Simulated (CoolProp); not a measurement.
Vapour-liquid equilibrium of o-xylene (1) + n-decane (2) at 378.9 K; x and y are mole fractions of (1).

Values from CoolProp's multi-fluid Helmholtz-energy mixture model, Zhou 2012 and Lemmon 2006; pair parameters Bell 2016.

| x | bubble pressure (MPa) | y at the bubble point | dew pressure at overall composition x (MPa) | liquid density (mol/L) |
|---|---|---|---|---|
| 0.05 | 0.01298 | 0.122 | 0.01237 | ? |
| 0.15 | 0.01499 | 0.319 | 0.01323 | 4.963 |
| 0.25 | ? | 0.470 | 0.01422 | 5.186 |
| 0.35 | 0.01907 | 0.589 | 0.01537 | 5.426 |
| 0.45 | 0.02110 | 0.685 | 0.01673 | 5.686 |
| 0.55 | 0.02313 | 0.764 | ? | 5.967 |
| 0.65 | 0.02515 | 0.830 | 0.02031 | ? |
| 0.75 | ? | 0.887 | 0.02274 | 6.607 |
| 0.85 | 0.02917 | 0.937 | ? | ? |
| 0.95 | 0.03119 | 0.980 | 0.02976 | 7.373 |

**Question.** What belongs in the gaps?

**Answer.** 
- 0.05, liquid density (mol/L): 4.756
- 0.25, bubble pressure (MPa): 0.01703
- 0.55, dew pressure at overall composition x (MPa): 0.01835
- 0.65, liquid density (mol/L): 6.273
- 0.75, bubble pressure (MPa): 0.02716
- 0.85, dew pressure at overall composition x (MPa): 0.02581
- 0.85, liquid density (mol/L): 6.972

No azeotrope shows between x = 0.05 and 0.95.

The pair parameters rest on a limited set of measurements; away from them the model extrapolates.
